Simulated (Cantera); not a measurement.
A freely propagating, adiabatic, planar premixed flame of CO : H2 : CH4 : O2 : N2 = 1 : 0.11 : 0.87 : 1.64 : 5.9 (molar parts), equivalence ratio 1.4, unburnt at 648 K and 1800 Torr; mixture-averaged transport, grid criteria slope 0.08 and curve 0.16, no radiation.

Cantera simulation using GRI-Mech 3.0 (53 species, 325 reactions); the numbers are that mechanism's predictions, not measurements. Burning velocities carry a grid error of a few per cent, more on coarse grids.

x: mole fraction of selected species; z is measured from the peak of heat release.

| z (mm) | T (K) | u (m/s) | x CO | x H2 | x CH4 | x HO2 | x HCO | x CH3 |
|---|---|---|---|---|---|---|---|---|
| -0.409 | 648 | 1.42 | 0.105 | 0.0126 | 0.0913 | 1.41e-7 | <1e-8 | 1.47e-8 |
| -0.272 | 650 | 1.43 | 0.105 | 0.0148 | 0.0909 | 2.53e-6 | <1e-8 | 2.36e-7 |
| -0.204 | 660 | 1.45 | 0.104 | 0.0175 | 0.0901 | 1.37e-5 | <1e-8 | 1.32e-6 |
| -0.136 | 726 | 1.61 | 0.105 | 0.0230 | 0.0858 | 8.77e-5 | <1e-8 | 1.65e-5 |
| -0.0681 | … | 2.54 | 0.112 | … | … | 0.000190 | … | … |
| -0.0341 | 1536 | 3.49 | 0.123 | 0.0372 | 0.0346 | 0.000190 | 2.32e-5 | 0.00265 |
| 0 | 1910 | 4.36 | 0.134 | 0.0384 | 0.00963 | 8.99e-5 | 6.44e-5 | 0.00319 |
| 0.0341 | 2089 | 4.76 | 0.131 | 0.0349 | 0.00114 | 1.86e-5 | 3.23e-5 | 0.000811 |
| 0.0681 | 2146 | 4.86 | 0.121 | 0.0324 | … | … | … | … |
| 0.136 | 2191 | 4.93 | 0.110 | 0.0325 | 4.23e-7 | 2.82e-6 | 5.59e-7 | 5.26e-7 |
| 0.272 | 2238 | 5.01 | 0.105 | 0.0332 | <1e-8 | 1.77e-6 | 4.17e-7 | <1e-8 |
| 0.545 | 2288 | 5.11 | 0.105 | 0.0329 | <1e-8 | 1.03e-6 | 2.97e-7 | <1e-8 |
| 1.09 | 2331 | 5.19 | 0.105 | 0.0325 | <1e-8 | 4.91e-7 | 1.95e-7 | <1e-8 |

Some entries are withheld; supply them.


- -0.0681, T (K): 1129
- -0.0681, x H2: 0.0323
- -0.0681, x CH4: 0.0616
- -0.0681, x HCO: 1.80e-6
- -0.0681, x CH3: 0.000594
- 0.0681, x CH4: 8.15e-5
- 0.0681, x HO2: 6.06e-6
- 0.0681, x HCO: 4.77e-6
- 0.0681, x CH3: 8.07e-5
